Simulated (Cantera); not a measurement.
An adiabatic, constant-pressure homogeneous reactor starts with CH4 : H2 : O2 : N2 = 1 : 0.031 : 2.76 : 10.4 (molar parts), equivalence ratio 0.73, at 1573 K and 5.00 bar.

Detailed kinetics in Cantera: GRI-Mech 3.0 (53 species, 325 reactions).

Q: Predict: time of steepest temperature rise; temperature at 5.00 s; equilibrium temperature; x(H2) at 5.00 s; x(O2) at 5.00 s; x(N2O) at 5.00 s.

A: 
```json
{
 "time_of_steepest_temperature_rise": "0.136 ms",
 "temperature at 5.00 s": "2737 K",
 "equilibrium_temperature": "2737 K",
 "x(H2) at 5.00 s": "0.00448 (gas-phase equilibrium 0.00448)",
 "x(O2) at 5.00 s": "0.0476 (gas-phase equilibrium 0.0476)",
 "x(N2O) at 5.00 s": "1.82e-6 (gas-phase equilibrium 1.82e-6)"
}
```
